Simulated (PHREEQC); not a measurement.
Consider water at 25 °C with 71 mmol/kgw H2SO4 and 7.4 mmol/kgw NaCl. Closed to the air; pH follows from the charge balance.

Computed with PHREEQC (ion-association model, phreeqc.dat).

No solid was allowed to form.

Order these S species by the share of S that they hold, largest first: HSO4-, SO4-2, NaSO4-.

HSO4- (76 %), SO4-2 (23 %), NaSO4- (0.30 %)

The pH is 1.14 and the ionic strength 0.112 mol/kgw.
